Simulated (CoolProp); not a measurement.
c-C4F8 (RC318) at several states: fugacity coefficient from the reference equation and from simpler models built on Tc = 115.2 °C, pc = 2.778 MPa, ω = 0.355; each cubic takes its own stable root.

The numbers come from the reference Helmholtz-energy equation of state, Platzer 1990 in CoolProp. This equation is an older, rougher fit; its heat capacities, sound speeds and derivatives of the liquid may be far off and weren't checked against measurements.

```tsv
T (°C)	p (MPa)	phase	reference	van der Waals	Peng-Robinson
94.45	0.0318	gas	0.9955	0.9961	0.9948
44.65	0.308	gas	0.9283	0.9472	0.9223
-26.75	0.0648	liquid	0.5940	0.9802	0.6034
147.95	0.364	gas	0.9677	0.9682	0.9626
```

At some of these states van der Waals gives the other phase, because its saturation line lies elsewhere.
